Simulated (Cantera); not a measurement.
A Cantera script and its output.

```python
import numpy as np
import cantera as ct

gas = ct.Solution("gri30.yaml")
gas.TPX = 1325, 59000, {'N2O': 1, 'O2': 0.13}
inlet = ct.Reservoir(gas, clone=True)

reactor = ct.IdealGasConstPressureReactor(gas, energy="off", clone=False)
exhaust = ct.Reservoir(gas, clone=True)
tau = [2.7, 1.4, 0.72, 0.37, 0.19, 0.1, 0.052, 0.027, 0.014, 0.0073, 0.0038][0]
for a, b in ((inlet, reactor), (reactor, exhaust)):
    ct.MassFlowController(a, b, mdot=lambda t: reactor.mass / tau)
net = ct.ReactorNet([reactor])
show = ['N2O', 'O2', 'NO', 'O', 'N2']

rows = []
print(f"{'tau/s':>10s}{'T/K':>9s}" + "".join(f"{s:>11s}" for s in show))
for tau in [2.7, 1.4, 0.72, 0.37, 0.19, 0.1, 0.052, 0.027, 0.014, 0.0073, 0.0038]:
    net.initial_time = 0.0
    net.advance(30 * tau)
    before = gas.X
    net.advance(40 * tau)
    drift = np.max(np.abs(gas.X - before) / (gas.X + 1e-9))
    rows.append([gas.T, *gas[show].X, drift])
    print(f"{tau:10.3e}{gas.T:9.1f}" + "".join(f"{x:11.3e}" for x in gas[show].X))
```

It prints:

```
     tau/s      T/K        N2O         O2         NO          O         N2
 2.700e+00   1325.0  9.090e-02  3.293e-01  5.814e-02  5.048e-06  5.213e-01
 1.400e+00   1325.0  1.509e-01  3.093e-01  6.126e-02  6.180e-06  4.782e-01
 7.200e-01   1325.0  2.409e-01  2.826e-01  5.946e-02  7.304e-06  4.167e-01
 3.700e-01   1325.0  3.610e-01  2.496e-01  5.195e-02  8.285e-06  3.372e-01
 1.900e-01   1325.0  4.985e-01  2.133e-01  4.016e-02  9.033e-06  2.478e-01
 1.000e-01   1325.0  6.239e-01  1.811e-01  2.789e-02  9.521e-06  1.670e-01
 5.200e-02   1325.0  7.248e-01  1.554e-01  1.739e-02  9.826e-06  1.023e-01
 2.700e-02   1325.0  7.932e-01  1.381e-01  1.006e-02  1.000e-05  5.860e-02
 1.400e-02   1325.0  8.346e-01  1.277e-01  5.543e-03  1.009e-05  3.211e-02
 7.300e-03   1325.0  8.579e-01  1.218e-01  2.986e-03  1.014e-05  1.724e-02
 3.800e-03   1325.0  8.707e-01  1.186e-01  1.581e-03  1.015e-05  9.114e-03
```

Model: GRI-Mech 3.0 (53 species, 325 reactions), integrated in Cantera. GRI-Mech 3.0 was tuned for natural gas; its chemistry of N2O as a main component is partial and can be far from experiment. The mechanism lacks the step 2 NO + O2 → 2 NO2, which can matter for NO2 below about 1400 K. The temperature is held fixed by assumption; the heat of reaction is taken as removed at once.
